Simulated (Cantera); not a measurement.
A perfectly stirred reactor is fed with CH₄ : H₂ : O₂ : N₂ = 1 : 0.54 : 4.28 : 16.1 (molar parts), at 323 Torr; it is adiabatic with a 448 K inlet, and is followed from long to short residence time, starting on the burning branch (τ in s: 0.11, 0.045, 0.019, 0.0077, 0.0032, 0.0013, 0.00055, 0.00023, 9.6e-05, 4e-05, 1.6e-05, 6.8e-06).

Model: GRI-Mech 3.0 (53 species, 325 reactions), integrated in Cantera.

Question: What does this change do: pressure from 323 Torr to 533 Torr?

Answer: 
```
quantity                                                                        before                                after
------------------------------------------------  ------------------------------------  -----------------------------------
blow-out, bracketed by the residence times tried  burning at 0.550 ms, out at 0.230 ms  burning at 0.230 ms, out at 96.0 µs
x(CH₄) at τ = 0.110 s                                                          1.36e-5                              1.22e-5
x(H₂) at τ = 0.110 s                                                          0.000213                             0.000117
x(O₂) at τ = 0.110 s                                                            0.0926                               0.0927
x(HO₂) at τ = 0.110 s                                                          2.16e-6                              1.99e-6
x(CH₂O) at τ = 0.110 s                                                         1.40e-6                              1.19e-6
x(CH₄) at τ = 0.550 ms                                                        0.000714                             0.000498
x(H₂) at τ = 0.550 ms                                                          0.00424                              0.00286
x(O₂) at τ = 0.550 ms                                                           0.0998                               0.0975
x(HO₂) at τ = 0.550 ms                                                         2.97e-5                              3.32e-5
x(CH₂O) at τ = 0.550 ms                                                        5.88e-5                              4.68e-5
```

Question: What does this change do: pressure from 323 Torr to 8250 Torr?

Answer: 
| quantity | before | after |
|---|---|---|
| blow-out, bracketed by the residence times tried | burning at 0.550 ms, out at 0.230 ms | burning at 0.550 ms, out at 0.230 ms |
| x(CH₄) at τ = 0.110 s | 1.36e-5 | 5.99e-6 |
| x(H₂) at τ = 0.110 s | 0.000213 | 8.54e-6 |
| x(O₂) at τ = 0.110 s | 0.0926 | 0.0928 |
| x(HO₂) at τ = 0.110 s | 2.16e-6 | 1.31e-6 |
| x(CH₂O) at τ = 0.110 s | 1.40e-6 | 5.62e-7 |
| x(CH₄) at τ = 0.550 ms | 0.000714 | 0.000573 |
| x(H₂) at τ = 0.550 ms | 0.00424 | 0.000702 |
| x(O₂) at τ = 0.550 ms | 0.0998 | 0.0971 |
| x(HO₂) at τ = 0.550 ms | 2.97e-5 | 6.79e-5 |
| x(CH₂O) at τ = 0.550 ms | 5.88e-5 | 6.44e-5 |
